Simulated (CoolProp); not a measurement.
Carbonyl sulfide along the isobar 2030 kPa: density (kg/m³) from the reference equation and from simpler models built on Tc = 378.8 K, pc = 6369 kPa, ω = 0.098; each cubic takes its own stable root.

Values from CoolProp's reference Helmholtz-energy equation of state, Lemmon 2006. It is a short technical equation, of lower accuracy than the large ones.

| T (K) | phase | reference | van der Waals | Redlich-Kwong | Peng-Robinson |
|---|---|---|---|---|---|
| 141.6 | liquid | ? | ? | 1266 | 1412 |
| 169.3 | liquid | 1286 | 822.2 | 1221 | 1368 |
| 197.1 | liquid | 1231 | 791.0 | ? | 1317 |
| 224.8 | liquid | 1173 | 756.5 | 1112 | 1259 |
| 252.5 | liquid | 1112 | 717.3 | 1045 | 1190 |
| 280.2 | liquid | 1044 | 670.7 | 966.5 | 1107 |
| 307.9 | liquid | 963.0 | ? | 869.3 | 1001 |
| 335.6 | gas | 53.45 | 51.10 | 53.07 | 54.15 |
| 363.3 | gas | 46.69 | 45.67 | 46.66 | ? |
| 391 | gas | 41.88 | ? | 41.95 | 42.46 |
| 418.8 | gas | 38.16 | 38.01 | 38.26 | 38.63 |
| 446.5 | gas | 35.17 | 35.17 | ? | 35.54 |

Q: What belongs in the gaps?

A: 
- 141.6, reference: 1340
- 141.6, van der Waals: 850.8
- 197.1, Redlich-Kwong: 1170
- 307.9, van der Waals: 58.52
- 363.3, Peng-Robinson: 47.38
- 391, van der Waals: 41.44
- 446.5, Redlich-Kwong: 35.28

At some of these states van der Waals gives the other phase, because its saturation line lies elsewhere.
